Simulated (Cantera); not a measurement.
Input (Python, Cantera) and output of one run.

```python
import numpy as np
import cantera as ct

gas_names = [...]  # 109 gases of nasa_gas.yaml made of C, Cl, H, Si
cond_names = """
    C(gr) C6H6(L) C7H8(L) C8H18(L),n-octa Si(cr) Si(L) SiC(b)
""".split()


# ... load() reads the species with a 1 bar reference pressure and builds the phases ...
atoms = {
    'SiH2Cl2': {'Si': 1, 'H': 2, 'CL': 2},
    'CH4': {'C': 1, 'H': 4},
    'H2': {'H': 2},
}
top_T = {'C(gr)': 4500, 'SiC(b)': 3050}  # K; cautious upper limits of use, not melting points


# ... equilibrate(T, P, feed) seeds the gas with the atoms and calls Mixture.equilibrate('TP', solver="vcs", rtol=1e-11, max_steps=5000) ...
results = []
T = 1023.15  # K
P = 310  # Pa
for m in [0.35, 0.61, 0.88, 1.1, 1.4, 1.7, 2, 2.2, 2.5]:
    feed = {'SiH2Cl2': 1, 'CH4': m, 'H2': 260}  # mol
    mix = equilibrate(T, P, feed)
    results.append((T, P, feed, dict(zip(mix.species_names, mix.species_moles))))
    x = sorted(zip(gas.X, gas.species_names), reverse=True)
    print(f"T = {T:g} K  P = {P:g} Pa  n(CH4) = {m:g} mol  gas = {mix.phase_moles(0):.4g} mol")
    print("   x: " + "  ".join(f"{s} {v:.3e}" for v, s in x if v > 0.0001))
    print("   condensed (mol): " + ("  ".join(f"{mix.phase(i).name} {mix.phase_moles(i):.4g}"
          for i in range(1, mix.n_phases) if mix.phase_moles(i) > 1e-12) or "none"))
```

Output:

```
T = 1023.15 K  P = 310 Pa  n(CH4) = 0.35 mol  gas = 262.7 mol
   x: H2 9.926e-01  HCL 7.251e-03
   condensed (mol): Si(cr) 0.6114  SiC(b) 0.35
T = 1023.15 K  P = 310 Pa  n(CH4) = 0.61 mol  gas = 263.2 mol
   x: H2 9.926e-01  HCL 7.238e-03
   condensed (mol): Si(cr) 0.3515  SiC(b) 0.61
T = 1023.15 K  P = 310 Pa  n(CH4) = 0.88 mol  gas = 263.7 mol
   x: H2 9.926e-01  HCL 7.224e-03
   condensed (mol): Si(cr) 0.08161  SiC(b) 0.88
T = 1023.15 K  P = 310 Pa  n(CH4) = 1.1 mol  gas = 264.1 mol
   x: H2 9.922e-01  HCL 7.572e-03  CH4 2.286e-04
   condensed (mol): C(gr) 0.03964  SiC(b) 1
T = 1023.15 K  P = 310 Pa  n(CH4) = 1.4 mol  gas = 264.7 mol
   x: H2 9.922e-01  HCL 7.554e-03  CH4 2.286e-04
   condensed (mol): C(gr) 0.3395  SiC(b) 1
T = 1023.15 K  P = 310 Pa  n(CH4) = 1.7 mol  gas = 265.3 mol
   x: H2 9.922e-01  HCL 7.537e-03  CH4 2.286e-04
   condensed (mol): C(gr) 0.6394  SiC(b) 1
T = 1023.15 K  P = 310 Pa  n(CH4) = 2 mol  gas = 265.9 mol
   x: H2 9.923e-01  HCL 7.520e-03  CH4 2.286e-04
   condensed (mol): C(gr) 0.9392  SiC(b) 1
T = 1023.15 K  P = 310 Pa  n(CH4) = 2.2 mol  gas = 266.3 mol
   x: H2 9.923e-01  HCL 7.509e-03  CH4 2.286e-04
   condensed (mol): C(gr) 1.139  SiC(b) 1
T = 1023.15 K  P = 310 Pa  n(CH4) = 2.5 mol  gas = 266.9 mol
   x: H2 9.923e-01  HCL 7.492e-03  CH4 2.286e-04
   condensed (mol): C(gr) 1.439  SiC(b) 1
```

Method: chemical equilibrium by Gibbs-energy minimisation in Cantera with the NASA 1993 tables (ideal gas, pure condensed phases). Mutual solubility and eutectic melting of coexisting phases are not modelled.
